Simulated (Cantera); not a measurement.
**Transport properties of process gases**

Gas mixture: 56.0 % N2O, 44.0 % CO2, at 760000 Pa, frozen composition.

Cantera's kinetic-theory transport with the Lennard-Jones parameters of GRI-Mech 3.0, ideal gas; thermal conductivity in the multicomponent form.

| T (K) | ρ (kg/m³) | cp (J/kg/K) | μ (µPa s) | λ (mW/m/K) | Pr | D (cm²/s) NO | D (cm²/s) N2 | D (cm²/s) H2O |
|---|---|---|---|---|---|---|---|---|
| 400 | 10.1 | 956.0 | 19.6 | 25.3 | 0.741 | 0.0346 | 0.0353 | 0.0386 |
| 500 | 8.05 | 1030 | 23.8 | 33.0 | 0.741 | 0.0514 | 0.0524 | 0.0598 |
| 600 | 6.70 | 1090 | 27.6 | 40.6 | 0.740 | 0.0706 | 0.0720 | 0.0848 |
| 700 | 5.75 | 1140 | 31.1 | 48.0 | 0.739 | 0.0920 | 0.0939 | 0.113 |
| 800 | 5.03 | 1182 | 34.4 | 55.0 | 0.738 | 0.116 | 0.118 | 0.145 |
| 900 | 4.47 | 1216 | 37.5 | 61.9 | 0.737 | 0.141 | 0.144 | 0.180 |
D: mixture-averaged diffusion coefficient of that species in the mixture.
